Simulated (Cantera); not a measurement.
A closed system holds: 1 mol SiH₂Cl₂, 2.4 mol HCl, 35 mol H₂, equilibrated at 2250 K and 10.0 Torr.

Method: chemical equilibrium by Gibbs-energy minimisation in Cantera with the NASA 1993 tables (ideal gas, pure condensed phases). Candidate condensed phases: Si; 19 gas species. The tables' values for SiCl are old estimates; treat these amounts as uncertain. Gases not in the tables: Si₂H₆ and higher silanes. Rates play no part.

Base state: H₂ 0.825, HCl 0.0880, H 0.0584, Si 0.0154, SiCl₂ 0.00599, Cl 0.00451, SiCl 0.00176, SiH 0.000651 (mole fractions); condensed: gas only.

**Question.** What changes in the equilibrium state with this change: temperature from 2250 K to 2100 K?

**Answer.** 
```json
[
 {"species": "H₂", "before": "0.825", "after": "0.870"},
 {"species": "HCl", "before": "0.0880", "after": "0.0788"},
 {"species": "H", "before": "0.0584", "after": "0.0252"},
 {"species": "SiCl₂", "before": "0.00599", "after": "0.0134"},
 {"species": "Si", "before": "0.0154", "after": "0.00880"},
 {"species": "SiCl₃", "before": "7.08e-6", "after": "2.16e-5"},
 {"species": "Si₃", "before": "6.27e-6", "after": "1.81e-5"}
]
```
The tables' values for SiCl, SiCl₃ are old estimates; treat these amounts as uncertain.

**Question.** What changes in the equilibrium state with this change: temperature from 2250 K to 2075 K?

**Answer.** 
```csv
species,before,after
H₂,0.825,0.875
HCl,0.0880,0.0768
H,0.0584,0.0216
SiCl₂,0.00599,0.0148
Si,0.0154,0.00764
SiCl₃,7.08e-6,2.50e-5
Cl,0.00451,0.00140
Si₃,6.27e-6,1.95e-5
SiH,0.000651,0.000473
SiH₂,0.000107,0.000140
"Si(l), mol",0,0.000234
```
The tables' values for SiCl, SiCl₃ are old estimates; treat these amounts as uncertain.
